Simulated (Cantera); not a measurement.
## NH3 + SO2 (abatement and gas-phase synthesis)

Input: 1 mol NH3, 0.019 mol SO2, at 0.000160 bar.

Method: chemical equilibrium by Gibbs-energy minimisation in Cantera with the NASA 1993 tables (ideal gas, pure condensed phases). Candidate condensed phases: H2O, H2SO4, S; 35 gas species. Gases not in the tables: S3 to S7. Rates play no part.

From 773 K to 1973 K nothing is condensed.

| T (K) | x H2 | x N2 | x H | x H2O | x H2S | x S |
|---|---|---|---|---|---|---|
| 773 | 0.722 | 0.250 | 6.09e-11 | 0.0190 | 0.00950 | <1e-12 |
| 923 | 0.722 | 0.250 | 1.64e-8 | 0.0190 | 0.00948 | 1.95e-10 |
| 1073 | 0.722 | 0.250 | 9.41e-7 | 0.0190 | 0.00902 | 4.87e-8 |
| 1223 | 0.723 | 0.250 | 2.02e-5 | 0.0190 | 0.00650 | 2.37e-6 |
| 1373 | 0.725 | 0.249 | 0.000224 | 0.0189 | 0.00344 | 3.39e-5 |
| 1523 | 0.725 | 0.249 | 0.00156 | 0.0188 | 0.00171 | 0.000240 |
| 1673 | 0.720 | 0.248 | 0.00764 | 0.0186 | 0.000847 | 0.00106 |
| 1823 | 0.701 | 0.245 | 0.0287 | 0.0180 | 0.000381 | 0.00302 |
| 1973 | 0.651 | 0.237 | 0.0861 | 0.0169 | 0.000133 | 0.00535 |
x: gas mole fraction; nothing condenses.
